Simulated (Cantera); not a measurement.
Input: 1 mol C2H6, 0.86 mol CO2, 23 mol N2, at 750 Torr.

Method: chemical equilibrium by Gibbs-energy minimisation in Cantera with the NASA 1993 tables (ideal gas, pure condensed phases). Candidate condensed phases: C, C6H6, C7H8, C8H18, H2O; 136 gas species. Kinetics and transport are ignored.

What share of the C ends up in condensed phases as a function of T (K), at 1900, 2000, 2100, 2200, 2300, 2400, 2500, 2600, 2700, 2800, 2900?


```json
[
 {"T (K)": "1900", "C condensed (%)": "36.8", "as": "C(graphite)"},
 {"T (K)": "2000", "C condensed (%)": "35.2", "as": "C(graphite)"},
 {"T (K)": "2100", "C condensed (%)": "33.0", "as": "C(graphite)"},
 {"T (K)": "2200", "C condensed (%)": "30.2", "as": "C(graphite)"},
 {"T (K)": "2300", "C condensed (%)": "26.5", "as": "C(graphite)"},
 {"T (K)": "2400", "C condensed (%)": "22.0", "as": "C(graphite)"},
 {"T (K)": "2500", "C condensed (%)": "16.6", "as": "C(graphite)"},
 {"T (K)": "2600", "C condensed (%)": "10.2", "as": "C(graphite)"},
 {"T (K)": "2700", "C condensed (%)": "3.0", "as": "C(graphite)"},
 {"T (K)": "2800", "C condensed (%)": "0.0", "as": "-"},
 {"T (K)": "2900", "C condensed (%)": "0.0", "as": "-"}
]
```
